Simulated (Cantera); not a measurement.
Charge: 1 mol Si₂H₆, 0.19 mol NO, 3.2 mol H₂, held at 1577 °C.

These are equilibrium values from Cantera (NASA tables, ideal gas, pure condensed phases), not measurements of a reactor. Candidate condensed phases: H₂O, Si, SiO₂, Si₂N₂O, Si₃N₄; 35 gas species. The feed counts by its element totals alone. Mutual solubility and eutectic melting of coexisting phases are not modelled. Gases not in the tables: Si₂H₆ and higher silanes. Equilibrium is a limit: real reactors are often held back by kinetics, nucleation or transport.

**Question.** What share of the Si ends up in condensed phases as a function of P (Pa), at 5, 21, 85, 350, 1400, 5900, 24000, 100000?

**Answer.** 
```
P (Pa)  Si condensed (%)                 as
------  ----------------  -----------------
5                   39.2              Si(l)
21                  79.7              Si(l)
85                  87.9              Si(l)
350                 89.8              Si(l)
1400                90.3              Si(l)
5900                90.4              Si(l)
24000               92.1  Si(l) + Si₂N₂O(s)
100000              95.0  Si(l) + Si₂N₂O(s)
```
